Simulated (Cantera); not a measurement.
**Nitride etching: BN + H2O + N2**

Charge: 1 mol BN, 2.4 mol H2O, 0.37 mol N2, held at 1023 K.

Cantera equilibrium calculation (NASA polynomials, part measured and part estimated; ideal gas, pure solids and liquids). Candidate condensed phases: B, BN, B2O3, B3O3H3, H2O; 39 gas species. Gases not in the tables: H3BO3. Equilibrium is a limit: real reactors are often held back by kinetics, nucleation or transport.

| P (Pa) | x H2 | x H2O | x N2 | x HBO2 | x (HBO2)3 | n B2O3(l) |
|---|---|---|---|---|---|---|
| 1 | 0.457 | 0.271 | 0.265 | 0.00691 | 1.11e-5 | 0.489 |
| 10 | 0.458 | 0.274 | 0.266 | 0.00220 | 3.56e-5 | 0.496 |
| 100 | 0.459 | 0.275 | 0.266 | 0.000695 | 0.000113 | 0.498 |
| 1000 | 0.459 | 0.275 | 0.266 | 0.000220 | 0.000358 | 0.498 |
| 10000 | 0.459 | 0.274 | 0.266 | 6.94e-5 | 0.00113 | 0.494 |
| 100000 | 0.459 | 0.270 | 0.266 | 2.18e-5 | 0.00350 | 0.483 |
x: gas mole fraction; n: condensed amount in mol.

From 1.00 Pa to 100000 Pa the condensed part is B2O3(l). The share of B in condensed phases is highest at 100 Pa (99.7 %) and lowest at 100000 Pa (96.6 %).
